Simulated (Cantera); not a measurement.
A closed system holds: 1 mol SF6, 0.21 mol O2, 8.9 mol H2, held at 10.0 mbar.

Equilibrium computed with Cantera from the NASA thermochemical tables; the gas is ideal and each condensed phase is pure. Candidate condensed phases: H2O, H2SO4, S; 43 gas species. Equilibrium is a limit: real reactors are often held back by kinetics, nucleation or transport. All values below are at 2075 °C.

Base state: HF 0.457, H2 0.382, H 0.0763, S 0.0270, H2O 0.0226, S2 0.0148, SH 0.0104, SO 0.00737 (mole fractions); condensed: gas only.

### Question
What changes in the equilibrium state with this change: H2 from 8.9 to 5.9 mol?

### Answer
```
species    before     after
-------  --------  --------
HF          0.457     0.603
H2          0.382     0.233
H          0.0763    0.0596
SO        0.00737    0.0145
S2         0.0148    0.0208
S          0.0270    0.0321
SH         0.0104   0.00960
H2O        0.0226    0.0229
SO2      0.000544   0.00178
S2O       1.38e-5   3.23e-5
F        0.000125  0.000212
```
